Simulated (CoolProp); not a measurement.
500 sccm (0 °C, 1 atm) of nitrogen bubbles through liquid methanol at 292.2 K and leaves saturated at a total pressure of 0.15 MPa (ideal gas phase). Each further row changes one setting.

The numbers come from the reference Helmholtz-energy equation of state, de Reuck 1993 in CoolProp.

```csv
case,vapour pressure (kPa),mole fraction of vapour,delivery (mg/min),delivery (sccm),change of delivery for a bath 1 K warmer (%)
as stated,12.4,0.0825,64.3,45.0,6.1
bath temperature 297.2 K,16.2,0.108,86.3,60.4,6.0
total pressure 0.3 MPa,12.4,0.0413,30.8,21.5,5.8
```
